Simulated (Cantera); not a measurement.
A perfectly stirred reactor is fed with CH₄ : O₂ : N₂ : H₂O = 1 : 1.54 : 5.78 : 2.5 (molar parts), equivalence ratio 1.3, at 12800 Torr; it is adiabatic with a 525 K inlet, and is followed from long to short residence time, starting on the burning branch (τ in s: 0.075, 0.035, 0.016, 0.0076, 0.0036, 0.0017, 0.00078, 0.00036, 0.00017, 7.9e-05, 3.7e-05, 1.7e-05).

Detailed kinetics in Cantera: GRI-Mech 3.0 (53 species, 325 reactions). The pressure lies above the range GRI-Mech 3.0 was tuned for (to about 10 atm).

**Question.** What does this change do: 0.42 parts CO2 added?

**Answer.** 
```tsv
quantity	before	after
blow-out, bracketed by the residence times tried	burning at 0.780 ms, out at 0.360 ms	burning at 0.780 ms, out at 0.360 ms
x(CH₄) at τ = 75.0 ms	0.00231	0.00329
x(O₂) at τ = 75.0 ms	0.000184	0.000322
x(H₂O) at τ = 75.0 ms	0.353	0.348
x(H₂O₂) at τ = 75.0 ms	1.54e-8	2.16e-8
x(CH₂) at τ = 75.0 ms	2.72e-8	2.26e-8
x(CH₄) at τ = 0.780 ms	0.00850	0.0102
x(O₂) at τ = 0.780 ms	0.00939	0.0144
x(H₂O) at τ = 0.780 ms	0.361	0.347
x(H₂O₂) at τ = 0.780 ms	1.54e-6	2.46e-6
x(CH₂) at τ = 0.780 ms	6.71e-7	3.18e-7
```
